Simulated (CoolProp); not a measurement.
Properties of benzene along the isotherm 620 K.

The numbers come from the reference Helmholtz-energy equation of state, Thol 2012 in CoolProp.

```
p (kPa)          phase  density (kg/m³)  conductivity (mW/(m K))
-------  -------------  ---------------  -----------------------
3770               gas            72.58                     48.1
7550     supercritical            231.8                     63.7
11300    supercritical            420.4                     70.8
15100    supercritical            485.5                     75.8
18900    supercritical            522.3                     80.3
22600    supercritical            547.6                     84.1
26400    supercritical            567.9                     87.6
30200    supercritical            584.5                     90.9
34000    supercritical            598.8                     93.9
37700    supercritical            610.9                     96.6
41500    supercritical            622.1                     99.3
45300    supercritical            632.1                      102
49100    supercritical            641.3                      104
```

Thermal conductivity comes from a separate model (Assael 2012).
